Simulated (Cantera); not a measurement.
Feed: 1 mol TiC, 0.62 mol C, 1.5 mol H2, equilibrated at 1150 °C.

Method: chemical equilibrium by Gibbs-energy minimisation in Cantera with the NASA 1993 tables (ideal gas, pure condensed phases). Candidate condensed phases: C, C6H6, C7H8, C8H18, Ti, TiC; 77 gas species. TiC: taken at fixed stoichiometry. Kinetics and transport are ignored.

Task: At 0.0100 bar, list the 3 most abundant gas species with their mole fractions, and the condensed phases.

Result: H2 1.000, H 6.66e-5, CH4 3.80e-5. Condensed: C(graphite) + TiC(s).
